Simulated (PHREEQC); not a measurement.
Make-up at 65 °C: 0.073 mol NH4HF2, 0.086 mol H2SiF6 and 0.025 mol H3BO3 per kg of water. Closed to the air; pH follows from the charge balance.

Computed with PHREEQC (ion-association model, phreeqc.dat).

Precipitation was switched off in this run.

**Question.** Estimate the pH, density, ionic strength.

**Answer.** pH 1.02; density 0.991 g/cm³; ionic strength 0.282 mol/kgw.

**Question.** In which forms is F present?

**Answer.** SiF6-2 78 %, BF4- 15 %, HF 7.3 % of the F.

Constants without temperature data keep their 25 °C values here. SiF6-2 is the database's only silicon fluoride. Real BF4- forms and hydrolyses slowly; the run takes it at equilibrium.
